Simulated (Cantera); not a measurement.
Cantera run, input and output.

```python
import numpy as np
import cantera as ct

gas = ct.Solution("gri30.yaml", transport_model="mixture-averaged")
show = ['H2O', 'NO', 'OH']

rows = []
print(f"{'T/K':>7s}{'rho':>11s}{'cp':>10s}{'mu':>11s}{'lambda':>11s}{'Pr':>7s}" + "".join(f"{'D_' + s:>11s}" for s in show))
for T in [400, 600, 800, 1000, 1200, 1400, 1600]:
    gas.TPX = T, 18, {'C2H6': 0.27, 'H2O': 0.24, 'CH3OH': 0.59}
    Pr = gas.cp_mass * gas.viscosity / gas.thermal_conductivity
    D = [gas.mix_diff_coeffs_mole[gas.species_index(s)] for s in show]
    rows.append([gas.density, gas.cp_mass, gas.viscosity, gas.thermal_conductivity, Pr, *D])
    print(f"{T:7g}{gas.density:11.4e}{gas.cp_mass:10.1f}{gas.viscosity:11.4e}"
          f"{gas.thermal_conductivity:11.4e}{Pr:7.3f}" + "".join(f"{d:11.4e}" for d in D))
print("SI units: kg/m3, J/kg/K, Pa s, W/m/K, m2/s")
```

It prints:

```
    T/K        rho        cp         mu     lambda     Pr      D_H2O       D_NO       D_OH
    400 1.5424e-04    1790.9 1.3086e-05 3.1684e-02  0.740 1.5202e-01 1.5557e-01 2.4458e-01
    600 1.0282e-04    2315.2 1.9436e-05 5.9620e-02  0.755 3.3952e-01 3.2403e-01 5.0501e-01
    800 7.7118e-05    2728.6 2.5259e-05 9.0483e-02  0.762 5.8863e-01 5.3658e-01 8.3236e-01
   1000 6.1694e-05    3060.3 3.0584e-05 1.2199e-01  0.767 8.9106e-01 7.8795e-01 1.2190e+00
   1200 5.1412e-05    3316.2 3.5489e-05 1.5314e-01  0.768 1.2410e+00 1.0747e+00 1.6597e+00
   1400 4.4067e-05    3518.8 4.0044e-05 1.8343e-01  0.768 1.6344e+00 1.3944e+00 2.1510e+00
   1600 3.8559e-05    3678.3 4.4310e-05 2.1261e-01  0.767 2.0680e+00 1.7451e+00 2.6900e+00
SI units: kg/m3, J/kg/K, Pa s, W/m/K, m2/s
```

Detailed kinetics in Cantera: GRI-Mech 3.0 (53 species, 325 reactions). Polar gases are described roughly by these parameters. The composition is frozen, though it would react at the higher temperatures.
